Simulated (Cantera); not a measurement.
An adiabatic, constant-volume homogeneous reactor starts with CH₃OH : O₂ : N₂ = 1 : 1.76 : 6.64 (molar parts), equivalence ratio 0.85, at 1550 K and 500000 Pa. Integrator tolerance rtol = 1e-08.

Detailed kinetics in Cantera: GRI-Mech 3.0 (53 species, 325 reactions). GRI-Mech 3.0 was tuned for natural gas; its chemistry of methanol as a main component is partial and can be far from experiment.

Q: What does this change do: pressure from 500000 Pa to 101000 Pa?

A: 
```tsv
quantity	before	after
time of steepest temperature rise	33.2 µs	0.137 ms
temperature at 5.00 s	2979 K	2846 K
equilibrium temperature	2979 K	2846 K
x(CH₃OH) at 5.00 s	<1e-12 (gas-phase equilibrium <1e-12)	<1e-12 (gas-phase equilibrium <1e-12)
x(O₂) at 5.00 s	0.0325 (gas-phase equilibrium 0.0325)	0.0363 (gas-phase equilibrium 0.0363)
x(C₂H) at 5.00 s	<1e-12 (gas-phase equilibrium <1e-12)	<1e-12 (gas-phase equilibrium <1e-12)
x(N₂O) at 5.00 s	2.73e-6 (gas-phase equilibrium 2.73e-6)	1.06e-6 (gas-phase equilibrium 1.06e-6)
x(C₂H₆) at 5.00 s	<1e-12 (gas-phase equilibrium <1e-12)	<1e-12 (gas-phase equilibrium <1e-12)
x(H₂O) at 5.00 s	0.169 (gas-phase equilibrium 0.169)	0.161 (gas-phase equilibrium 0.161)
```

Q: What does this change do: initial temperature 1550 to 1025 K?

A: 
```json
[
 {"quantity": "time of steepest temperature rise", "before": "33.2 µs", "after": "80.0 ms"},
 {"quantity": "temperature at 5.00 s", "before": "2979 K", "after": "2789 K"},
 {"quantity": "equilibrium temperature", "before": "2979 K", "after": "2789 K"},
 {"quantity": "x(CH₃OH) at 5.00 s", "before": "<1e-12 (gas-phase equilibrium <1e-12)", "after": "<1e-12 (gas-phase equilibrium <1e-12)"},
 {"quantity": "x(O₂) at 5.00 s", "before": "0.0325 (gas-phase equilibrium 0.0325)", "after": "0.0279 (gas-phase equilibrium 0.0279)"},
 {"quantity": "x(C₂H) at 5.00 s", "before": "<1e-12 (gas-phase equilibrium <1e-12)", "after": "<1e-12 (gas-phase equilibrium <1e-12)"},
 {"quantity": "x(N₂O) at 5.00 s", "before": "2.73e-6 (gas-phase equilibrium 2.73e-6)", "after": "2.35e-6 (gas-phase equilibrium 2.35e-6)"},
 {"quantity": "x(C₂H₆) at 5.00 s", "before": "<1e-12 (gas-phase equilibrium <1e-12)", "after": "<1e-12 (gas-phase equilibrium <1e-12)"},
 {"quantity": "x(H₂O) at 5.00 s", "before": "0.169 (gas-phase equilibrium 0.169)", "after": "0.185 (gas-phase equilibrium 0.185)"}
]
```

Q: What does this change do: O2 1.76 to 0.67 parts?

A: 
```csv
quantity,before,after
time of steepest temperature rise,33.2 µs,33.4 µs
temperature at 5.00 s,2979 K,2418 K
equilibrium temperature,2979 K,2418 K
x(CH₃OH) at 5.00 s,<1e-12 (gas-phase equilibrium <1e-12),<1e-12 (gas-phase equilibrium 1.01e-12)
x(O₂) at 5.00 s,0.0325 (gas-phase equilibrium 0.0325),3.25e-6 (gas-phase equilibrium 3.25e-6)
x(C₂H) at 5.00 s,<1e-12 (gas-phase equilibrium <1e-12),<1e-12 (gas-phase equilibrium <1e-12)
x(N₂O) at 5.00 s,2.73e-6 (gas-phase equilibrium 2.73e-6),1.14e-8 (gas-phase equilibrium 1.14e-8)
x(C₂H₆) at 5.00 s,<1e-12 (gas-phase equilibrium <1e-12),<1e-12 (gas-phase equilibrium <1e-12)
x(H₂O) at 5.00 s,0.169 (gas-phase equilibrium 0.169),0.119 (gas-phase equilibrium 0.119)
```
